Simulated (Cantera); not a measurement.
## BN + O₂ + N₂ (nitride etching)

A closed system holds: 1 mol BN, a varied amount of O₂, 57 mol N₂, equilibrated at 10000 Pa.

Method: chemical equilibrium by Gibbs-energy minimisation in Cantera with the NASA 1993 tables (ideal gas, pure condensed phases). Candidate condensed phases: B, BN, B₂O₃; 17 gas species. Mutual solubility and eutectic melting of coexisting phases are not modelled. Kinetics and transport are ignored.

Map the stable condensed phases over T = 1025, 1125, 1225, 1325, 1425, 1525, 1625, 1725, 1825, 1925, 2025 K and n(O₂) in mol = 0.16, 0.32, 0.62, 1.2, 2.3, 4.5, 8.7.


```
T in K \ n(O₂) in mol
         0.16 0.32 0.62  1.2  2.3  4.5  8.7
   2025     A    A    B    B    B    B    B
   1925     A    A    A    B    B    B    B
   1825     A    A    A    B    B    B    B
   1725     A    A    A    B    B    B    B
   1625     A    C    C    D    D    D    D
   1525     C    C    C    D    D    D    D
   1425     C    C    C    D    D    D    D
   1325     C    C    C    D    D    D    D
   1225     C    C    C    D    D    D    D
   1125     C    C    C    D    D    D    D
   1025     C    C    C    D    D    D    D
```
A: BN; B: gas only; C: BN + B₂O₃; D: B₂O₃.
